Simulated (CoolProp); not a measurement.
n-perfluorohexane along the isobar 7.26 bar: density (kg/m³) from the reference equation and from simpler models built on Tc = 174.9 °C, pc = 17.42 bar, ω = 0.497; each cubic takes its own stable root.

Model: reference Helmholtz-energy equation of state, Gao 2022, in CoolProp.

| T (°C) | phase | reference | van der Waals | Redlich-Kwong | Soave-Redlich-Kwong | Peng-Robinson |
|---|---|---|---|---|---|---|
| 9.25 | liquid | 1724 | 962.1 | 1406 | 1498 | 1689 |
| 23.25 | liquid | 1684 | 940.1 | 1368 | 1465 | 1652 |
| 37.25 | liquid | 1643 | 916.5 | 1328 | 1428 | 1613 |
| 51.15 | liquid | 1601 | 891.3 | 1285 | 1388 | 1569 |
| 65.15 | liquid | 1557 | 863.4 | 1238 | 1343 | 1520 |
| 79.15 | liquid | 1509 | 832.2 | 1186 | 1293 | 1465 |
| 93.05 | liquid | 1459 | 109.2 | 1129 | 1237 | 1402 |
| 107.05 | liquid | 1401 | 100.9 | 1063 | 1172 | 1329 |
| 120.95 | liquid | 1336 | 94.27 | 100.3 | 1096 | 1242 |
| 134.95 | gas | 97.50 | 88.68 | 92.88 | 95.92 | 98.07 |
| 148.95 | gas | 89.39 | 83.91 | 86.90 | 88.37 | 90.19 |
| 162.85 | gas | 83.27 | 79.79 | 81.95 | 82.48 | 84.07 |
| 176.85 | gas | 78.30 | 76.11 | 77.69 | 77.62 | 79.03 |

At some of these states van der Waals, Redlich-Kwong gives the other phase, because its saturation line lies elsewhere.
